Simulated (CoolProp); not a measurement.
Model: reference Helmholtz-energy equation of state, Lemmon 2006, in CoolProp. It is a short technical equation, of lower accuracy than the large ones.

Problem. For toluene, give the phase and the cp (kJ/(kg K)), speed of sound (m/s), isothermal compressibility (1/MPa), expansivity (1/kK) at 620 K and 1.79 MPa; 620 K and 3.01 MPa; 620 K and 5.09 MPa.

Solution. 
- 620 K and 1.79 MPa: gas; cp 2.31, speed of sound 209, isothermal compressibility 0.665, expansivity 2.73
- 620 K and 3.01 MPa: gas; cp 2.52, speed of sound 181, isothermal compressibility 0.480, expansivity 4.47
- 620 K and 5.09 MPa: supercritical; cp 4.66, speed of sound 123, isothermal compressibility 0.653, expansivity 22.8
